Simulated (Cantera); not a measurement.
**NO annealing gas**

An isothermal, constant-pressure homogeneous reactor starts with NO : N2 = 1 : 5.8 (molar parts), at 1698 K and 97.5 Torr.

Computed with Cantera and GRI-Mech 3.0 (53 species, 325 reactions).

| t (s) | x NO | x N2 | x O | x O2 | x N2O | x NO2 |
|---|---|---|---|---|---|---|
| 1.00e-5 | 0.147 | 0.853 | 2.46e-9 | <1e-12 | 2.47e-9 | 4.57e-12 |
| 3.76e-5 | 0.147 | 0.853 | 9.22e-9 | <1e-12 | 9.28e-9 | 6.44e-11 |
| 0.000141 | 0.147 | 0.853 | 3.41e-8 | 1.26e-11 | 3.48e-8 | 8.91e-10 |
| 0.000531 | 0.147 | 0.853 | 1.20e-7 | 1.72e-10 | 1.30e-7 | 1.19e-8 |
| 0.00200 | 0.147 | 0.853 | 3.70e-7 | 2.22e-9 | 4.79e-7 | 1.37e-7 |
| 0.00751 | 0.147 | 0.853 | 9.30e-7 | 3.10e-8 | 1.66e-6 | 1.10e-6 |
| 0.0282 | 0.147 | 0.853 | 2.58e-6 | 7.54e-7 | 4.70e-6 | 5.58e-6 |
| 0.106 | 0.147 | 0.853 | 4.82e-6 | 1.55e-5 | 7.83e-6 | 1.24e-5 |
| 0.399 | 0.147 | 0.853 | 5.09e-6 | 9.44e-5 | 8.13e-6 | 1.32e-5 |
| 1.50 | 0.146 | 0.853 | 5.52e-6 | 0.000393 | 8.05e-6 | 1.44e-5 |
| 5.64 | 0.144 | 0.854 | 6.90e-6 | 0.00151 | 7.78e-6 | 1.82e-5 |
| 21.2 | 0.136 | 0.859 | 1.05e-5 | 0.00563 | 6.85e-6 | 2.71e-5 |
| 79.8 | 0.109 | 0.872 | 1.75e-5 | 0.0190 | 4.35e-6 | 3.76e-5 |
| 300 | 0.0529 | 0.900 | 2.67e-5 | 0.0470 | 1.03e-6 | 2.84e-5 |
x: mole fraction; the columns are a selection and need not sum to one.

Equilibrium at this temperature and pressure: NO 0.00184, N2 0.926, O 3.29e-5, O2 0.0726, N2O 4.21e-8, NO2 1.23e-6 (gas phase only).
